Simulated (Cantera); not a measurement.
Feed: 1 mol Al, 3.8 mol Cl2, 0.17 mol N2, equilibrated at 600 Pa.

Equilibrium computed with Cantera from the NASA thermochemical tables; the gas is ideal and each condensed phase is pure. Candidate condensed phases: Al, AlCl3, AlN; 11 gas species. Kinetics and transport are ignored.

Question: At 498 K, list the 4 most abundant gas species with their mole fractions, and the condensed phases.

Answer: Cl2 0.770, Al2Cl6 0.162, N2 0.0569, AlCl3 0.0113. Condensed: gas only.
